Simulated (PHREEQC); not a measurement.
A column of 1 m (40 cells, dispersivity 0.08 m, 3600 s a shift, diffusion coefficient 3e-10 m²/s) holds 0.0085 eq of the database's cation exchanger X per kg of pore water, first in equilibrium with 0.35 mmol/kgw MgCl2 and 0.01 mmol/kgw HCl. It is flushed with 0.011 mol SrCl2 and 1e-05 mol HCl per kg of water, at 25 °C. Values are for the last cell. No CO2 enters from the air. No solid was allowed to form.

Equilibrium calculation in PHREEQC: ion-association model, phreeqc.dat.

Question: Predict Sr in solution (mol/kgw), Mg in solution (mol/kgw), Cl in solution (mol/kgw) at pore volumes = 1.212, 1.413, 2.013, 2.413.

Answer: 
```csv
pore volumes,Sr in solution (mol/kgw),Mg in solution (mol/kgw),Cl in solution (mol/kgw)
1.212,0.00424,0.00415,0.0168
1.413,0.00684,0.00270,0.0191
2.013,0.0102,0.000556,0.0216
2.413,0.0108,0.000183,0.0219
```

Species that the database lacks are ignored.
